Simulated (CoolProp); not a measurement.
Vapour-liquid equilibrium of propane (1) + R113 (2) at 157 kPa; x and y are mole fractions of (1).

Values from CoolProp's multi-fluid Helmholtz-energy mixture model, Lemmon 2009 and Marx 1992; pair parameters Bell 2016.

Problem. Give the bubble temperature and the first vapour's composition at x = 0.2, 0.35, 0.65. Is there an azeotrope?

Solution. x = 0.2: 7.9 °C, y = 0.880; x = 0.35: -7.7 °C, y = 0.952; x = 0.65: -22.1 °C, y = 0.986. No azeotrope shows between x = 0.05 and 0.95.

Pair parameters are fitted to limited data, so mixtures are less certain than the pure fluids.
